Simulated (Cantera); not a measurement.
# Equilibrium for abatement and gas-phase synthesis: CO2 + H2O + N2

A closed system holds: 1 mol CO2, 8.7 mol H2O, 21 mol N2, held at 1.90 bar.

Cantera equilibrium calculation (NASA polynomials, part measured and part estimated; ideal gas, pure solids and liquids). Candidate condensed phases: C, C6H6, C7H8, C8H18, H2O; 169 gas species. Ions and electrons are included (thermal ionisation). Rates play no part.

```
T (°C)   x N2     x H     x H2O     x O     x H2     x OH    x NO    x CO     x O2       x N     x CO2
------  -----  ------  --------  ------  -------  -------  ------  ------  -------  --------  --------
2727    0.633  0.0245     0.190  0.0111   0.0457   0.0339  0.0126  0.0195   0.0183   8.04e-6    0.0110
2977    0.598  0.0585     0.134  0.0273   0.0632   0.0493  0.0180  0.0228   0.0226   3.46e-5   0.00614
3227    0.554   0.114    0.0777  0.0542   0.0706   0.0577  0.0222  0.0237   0.0230  0.000120   0.00316
3477    0.509   0.182    0.0353  0.0888   0.0628   0.0535  0.0238  0.0233   0.0190  0.000348   0.00152
3727    0.474   0.246    0.0126   0.122   0.0453   0.0401  0.0227  0.0224   0.0129  0.000886  0.000702
3977    0.450   0.292   0.00386   0.148   0.0282   0.0258  0.0199  0.0216  0.00757   0.00204  0.000324
4227    0.436   0.320   0.00111   0.165   0.0163   0.0153  0.0167  0.0211  0.00417   0.00431  0.000154
4477    0.427   0.335  0.000327   0.175  0.00926  0.00892  0.0138  0.0208  0.00227   0.00847   7.71e-5
4727    0.418   0.342  0.000102   0.180  0.00536  0.00527  0.0114  0.0205  0.00126    0.0156   4.06e-5
```
x: gas mole fraction; nothing condenses.

From 2727 °C to 4727 °C nothing is condensed. The main C-bearing gas is CO throughout.
